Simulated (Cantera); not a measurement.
Input (Python, Cantera):

```python
import numpy as np
import cantera as ct

gas = ct.Solution("h2o2.yaml")
gas.TPX = 975, 57000, {'H2': 0.64, 'O2': 1, 'N2': 19}
reactor = ct.IdealGasConstPressureReactor(gas, energy="off", clone=False)
net = ct.ReactorNet([reactor])
net.rtol, net.atol = 1e-08, 1e-18
show = ['H2', 'O2', 'HO2', 'O', 'H2O2', 'OH', 'H']
times = np.geomspace(9e-06, 5, 9)

steps = ct.SolutionArray(gas, extra=["t"])
rows = []
print(f"{'t/s':>10s}{'T/K':>9s}{'P/Pa':>11s}" + "".join(f"{s:>11s}" for s in show))
for t in times:
    while net.time < t:
        t_next = net.step()
        steps.append(gas.state, t=t_next)
    rows.append([np.interp(t, steps.t, y) for y in (steps.T, steps.P, *steps(*show).X.T)])
    print(f"{t:10.3e}{rows[-1][0]:9.1f}{rows[-1][1]:11.4g}" + "".join(f"{x:11.3e}" for x in rows[-1][2:]))
rate = np.gradient(steps.T, steps.t)
print("integrator steps:", len(steps.t))
if steps.T.max() > steps.T[0] + 200:
    print(f"time of steepest temperature rise: {steps.t[rate.argmax()]:.4e} s")
gas.TPX = 975, 57000, {'H2': 0.64, 'O2': 1, 'N2': 19}
gas.equilibrate("TP")
print(f"equilibrium (TP): T = {gas.T:.1f} K  " + "  ".join(f"{s} {gas[s].X[0]:.3e}" for s in show))
```

Result:

```
       t/s      T/K       P/Pa         H2         O2        HO2          O       H2O2         OH          H
 9.000e-06    975.0    5.7e+04  3.101e-02  4.845e-02  2.927e-12  1.429e-13  1.290e-16  9.367e-14  2.576e-12
 4.703e-05    975.0    5.7e+04  3.101e-02  4.845e-02  1.831e-11  2.447e-12  3.980e-15  9.456e-13  1.322e-11
 2.457e-04    975.0    5.7e+04  3.101e-02  4.845e-02  2.594e-10  4.951e-11  2.132e-13  1.616e-11  1.810e-10
 1.284e-03    975.0    5.7e+04  3.100e-02  4.844e-02  2.762e-06  6.188e-07  6.782e-09  2.199e-07  2.222e-06
 6.708e-03    975.0    5.7e+04  1.080e-03  3.397e-02  8.935e-06  1.652e-05  1.347e-06  1.517e-05  6.869e-06
 3.505e-02    975.0    5.7e+04  3.545e-04  3.363e-02  4.505e-06  1.514e-06  2.010e-06  1.882e-06  2.734e-07
 1.831e-01    975.0    5.7e+04  9.859e-05  3.351e-02  1.810e-06  2.694e-07  5.749e-07  6.522e-07  2.663e-08
 9.569e-01    975.0    5.7e+04  1.243e-05  3.347e-02  3.241e-07  1.477e-08  2.070e-08  1.749e-07  8.931e-10
 5.000e+00    975.0    5.7e+04  1.026e-06  3.347e-02  3.094e-08  3.747e-10  2.369e-10  4.311e-08  1.877e-11
integrator steps: 1585
equilibrium (TP): T = 975.0 K  H2 9.343e-12  O2 3.346e-02  HO2 7.599e-11  O 1.759e-11  H2O2 8.823e-12  OH 2.851e-08  H 4.662e-15
```

Computed with Cantera and the H2/O2 subset of GRI-Mech 3.0, which has no nitrogen chemistry.
